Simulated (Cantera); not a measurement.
Feed: 1 mol CH₂F₂, 1.3 mol H₂, 0.36 mol HCl, at 1352 °C and 42.8 Torr.

Cantera equilibrium calculation (NASA polynomials, part measured and part estimated; ideal gas, pure solids and liquids). Candidate condensed phases: C, C₆H₆, C₇H₈, C₈H₁₈; 118 gas species. Equilibrium is a limit: real reactors are often held back by kinetics, nucleation or transport.

Base state: HF 0.546, H₂ 0.355, HCl 0.0983, H 0.000176, Cl 3.84e-5, C₂H₂ (acetylene) 1.26e-5, CH₄ 1.06e-5 (mole fractions); condensed: C(graphite).

Problem. What changes in the equilibrium state with this change: temperature from 1352 °C to 3075 °C?

Solution. 
| species | before | after |
|---|---|---|
| H | 0.000176 | 0.428 |
| HF | 0.546 | 0.341 |
| H₂ | 0.355 | 0.0613 |
| C₃ | <1e-9 | 0.0423 |
| C | <1e-9 | 0.0113 |
| F | 1.71e-8 | 0.0259 |
| Cl | 3.84e-5 | 0.0549 |
| HCl | 0.0983 | 0.0118 |
| C₂H | <1e-9 | 0.00755 |
| C₂ | <1e-9 | 0.00702 |
| CF | <1e-9 | 0.00373 |
| C(graphite), mol | 1.000 | 0 |
The tables' values for CCl are old estimates; treat these amounts as uncertain.
